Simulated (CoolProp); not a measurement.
Values from CoolProp's reference Helmholtz-energy equation of state, Smukala 2000.

Q: For ethylene, give the phase and the cp (kJ/(kg K)), cv (kJ/(kg K)) at 221 K and 0.2 bar; 389.5 K and 50.7 bar; 203.7 K and 0.202 bar.

A: 
- 221 K and 0.2 bar: gas; cp 1.31, cv 1.01
- 389.5 K and 50.7 bar: supercritical; cp 2.15, cv 1.61
- 203.7 K and 0.202 bar: gas; cp 1.27, cv 0.973
